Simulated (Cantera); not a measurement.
# Thermodynamics of hydrogen reduction and annealing atmospheres, feed V₂O₅ + H₂ + N₂

A closed system holds: 1 mol V₂O₅, 1000 mol H₂, 8.9 mol N₂, at 1927 °C and 133 Pa.

Cantera equilibrium calculation (NASA polynomials, part measured and part estimated; ideal gas, pure solids and liquids). Candidate condensed phases: H₂O, V, VN, VO, V₂O₃, V₂O₄, V₂O₅; 28 gas species. Rates play no part.

```yaml
x(H₂): 0.846
x(H): 0.142
x(N₂): 0.00818
x(H₂O): 0.00258
x(VO): 0.00109
x(VO₂): 0.000430
x(V): 0.000320
x(OH): 6.04e-5
x(O): 7.06e-6
gas_amount: 1088 mol
log10 activity of V(l) (absent): -1.92
log10 activity of V₂O₅(l) (absent): -13.55
```
